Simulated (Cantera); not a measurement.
A perfectly stirred reactor is fed with CH₃OH : O₂ : N₂ = 1 : 1.83 : 6.88 (molar parts), equivalence ratio 0.82, at 760 Torr; it is adiabatic with a 400 K inlet, and is followed from long to short residence time, starting on the burning branch (τ in s: 0.5, 0.14, 0.039, 0.011, 0.0031, 0.00086, 0.00024, 6.7e-05, 1.9e-05, 5.3e-06).

Detailed kinetics in Cantera: GRI-Mech 3.0 (53 species, 325 reactions). GRI-Mech 3.0 was tuned for natural gas; its chemistry of methanol as a main component is partial and can be far from experiment.

Problem. What does this change do: CH3OH 1 to 0.71 parts?

Solution. 
| quantity | before | after |
|---|---|---|
| blow-out, bracketed by the residence times tried | burning at 0.240 ms, out at 67.0 µs | burning at 0.860 ms, out at 0.240 ms |
| x(CH₃OH) at τ = 0.500 s | 3.03e-7 | 1.28e-6 |
| x(O₂) at τ = 0.500 s | 0.0319 | 0.0781 |
| x(H₂) at τ = 0.500 s | 0.000784 | 5.20e-5 |
| x(CO₂) at τ = 0.500 s | 0.0958 | 0.0725 |
| x(CH₂CO) at τ = 0.500 s | 5.17e-12 | <1e-12 |
| x(CH₃OH) at τ = 0.860 ms | 4.07e-5 | 0.000107 |
| x(O₂) at τ = 0.860 ms | 0.0406 | 0.0819 |
| x(H₂) at τ = 0.860 ms | 0.00679 | 0.00176 |
| x(CO₂) at τ = 0.860 ms | 0.0800 | 0.0628 |
| x(CH₂CO) at τ = 0.860 ms | 6.32e-9 | 4.78e-9 |

Problem. What does this change do: inlet temperature 400 to 475 K?

Solution. 
| quantity | before | after |
|---|---|---|
| blow-out, bracketed by the residence times tried | burning at 0.240 ms, out at 67.0 µs | burning at 0.240 ms, out at 67.0 µs |
| x(CH₃OH) at τ = 0.500 s | 3.03e-7 | 2.40e-7 |
| x(O₂) at τ = 0.500 s | 0.0319 | 0.0318 |
| x(H₂) at τ = 0.500 s | 0.000784 | 0.00101 |
| x(CO₂) at τ = 0.500 s | 0.0958 | 0.0951 |
| x(CH₂CO) at τ = 0.500 s | 5.17e-12 | 5.09e-12 |
| x(CH₃OH) at τ = 0.860 ms | 4.07e-5 | 3.64e-5 |
| x(O₂) at τ = 0.860 ms | 0.0406 | 0.0408 |
| x(H₂) at τ = 0.860 ms | 0.00679 | 0.00708 |
| x(CO₂) at τ = 0.860 ms | 0.0800 | 0.0792 |
| x(CH₂CO) at τ = 0.860 ms | 6.32e-9 | 5.40e-9 |
